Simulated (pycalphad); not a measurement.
All values are pycalphad results on the COST 507 light-alloy database (1999) (1 atm), not direct measurements. The database dates from 1999; later assessments differ in places, in temperatures and in the compounds included. Kinetics are ignored, which matters at the lower temperatures.

Molar enthalpy of Si-0.27Cu (at.%) in equilibrium (SER reference):

```tsv
T (K)	H (kJ/mol)	phases
1850	90.54	liquid
1750	87.82	liquid
1700	86.46	liquid
1650	36.77	diamond (Si) + liquid
1550	32.55	diamond (Si) + liquid
1450	29.47	diamond (Si) + liquid
1350	26.56	diamond (Si) + liquid
1250	23.75	diamond (Si) + liquid
1150	21.00	diamond (Si) + liquid
1050	18.28	diamond (Si) + CU19SI6_ETA
1000	16.96	diamond (Si) + CU19SI6_ETA
950	15.65	diamond (Si) + CU19SI6_ETA
850	13.06	diamond (Si) + CU19SI6_ETA
750	10.52	diamond (Si) + CU19SI6_ETA
650	8.04	diamond (Si) + CU19SI6_ETA
550	5.63	diamond (Si) + CU19SI6_ETA
```

Cooling from 1700 K to 1050 K, across the freezing range, releases 68.2 kJ/mol, or 2420 J/g. The slope is 27 J/(mol K) in the liquid and 26 J/(mol K) just below the solidus, where it includes any heat of precipitation. Liquidus 1686 K, solidus 1074 K. Changes were sought between steps of 50 K, so a narrower field can be missed.

Database names, with the compositions (at.%) that they take in these runs: CU19SI6_ETA: Cu 76 Si 24.
